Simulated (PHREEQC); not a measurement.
**Single salt, acid or base with leach liquor: an equilibrium model**

Solution A (1 mmol/kgw HNO3) is mixed with solution B (0.053 mol H2SO4, 0.02 mol Al2(SO4)3 and 0.0015 mol NiSO4 per kg of water) at 20 °C; shares are by mass of water, 1 kg in all. Oxygen alone is held at its pressure in air (log pO2 = -0.68). CO2 from the air is kept out. Solids allowed: Al(OH)3(a), Ni(OH)2, Ni4(OH)6SO4, Basaluminite, Morenosite. Others were left out.

Computed with PHREEQC (ion-association model, wateq4f.dat).

| share of solution B | pH | AlSO4+ (mol/kgw) | Ni+2 (mol/kgw) | HSO4- (mol/kgw) | NiSO4 (mol/kgw) | SO4-2 (mol/kgw) |
|---|---|---|---|---|---|---|
| 0 | 3.01 | 0 | 0 | 0 | 0 | 0 |
| 0.1 | 2.10 | 0.00290 | 0.000113 | 0.00250 | 3.67e-5 | 0.00546 |
| 0.2 | 1.87 | 0.00582 | 0.000213 | 0.00634 | 8.65e-5 | 0.00903 |
| 0.3 | 1.73 | 0.00865 | 0.000311 | 0.0107 | 0.000139 | 0.0119 |
| 0.4 | 1.63 | 0.0114 | 0.000409 | 0.0154 | 0.000191 | 0.0144 |
| 0.5 | 1.56 | 0.0141 | 0.000506 | 0.0203 | 0.000244 | 0.0167 |
| 0.6 | 1.50 | 0.0168 | 0.000603 | 0.0254 | 0.000297 | 0.0187 |
| 0.7 | 1.44 | 0.0195 | 0.000700 | 0.0306 | 0.000350 | 0.0206 |
| 0.8 | 1.40 | 0.0221 | 0.000797 | 0.0359 | 0.000402 | 0.0224 |
| 0.9 | 1.36 | 0.0247 | 0.000895 | 0.0413 | 0.000455 | 0.0240 |
| 1 | 1.32 | 0.0272 | 0.000992 | 0.0468 | 0.000507 | 0.0256 |

Complexes and solids missing from the database can't appear.
